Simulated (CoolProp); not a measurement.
Vapour-liquid equilibrium of toluene (1) + n-nonane (2) at 123.65 °C; x and y are mole fractions of (1).

Computed with CoolProp (multi-fluid Helmholtz-energy mixture model, Lemmon 2006 and Lemmon 2006; pair parameters Bell 2016).

```
x     bubble pressure (MPa)  y at the bubble point  dew pressure at overall composition x (MPa)  liquid density (mol/L)
----  ---------------------  ---------------------  -------------------------------------------  ----------------------
0.05                0.05317                  0.164                                      0.04839                   5.042
0.2                 0.07202                  0.470                                      0.05488                   5.383
0.35                0.08881                  0.641                                      0.06329                   5.769
0.5                  0.1036                  0.752                                      0.07451                   6.212
0.65                 0.1167                  0.835                                      0.08993                   6.725
0.8                  0.1289                  0.907                                       0.1110                   7.327
0.95                 0.1408                  0.976                                       0.1364                   8.041
```

No azeotrope shows between x = 0.05 and 0.95.

Pair parameters are fitted to limited data, so mixtures are less certain than the pure fluids.
